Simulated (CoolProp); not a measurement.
Vapour-liquid equilibrium of propylene (1) + dimethyl ether (2) at 247.9 K; x and y are mole fractions of (1).

Values from CoolProp's multi-fluid Helmholtz-energy mixture model, Lemmon 2013 and Wu 2011; pair parameters Bell 2016.

### Question
Give the bubble pressure and the first vapour's composition at x = 0.05, 0.275, 0.5. Is there an azeotrope?

### Answer
x = 0.05: 0.1099 MPa, y = 0.138; x = 0.275: 0.1529 MPa, y = 0.512; x = 0.5: 0.1886 MPa, y = 0.711. No azeotrope shows between x = 0.05 and 0.95.

The pair parameters rest on a limited set of measurements; away from them the model extrapolates.
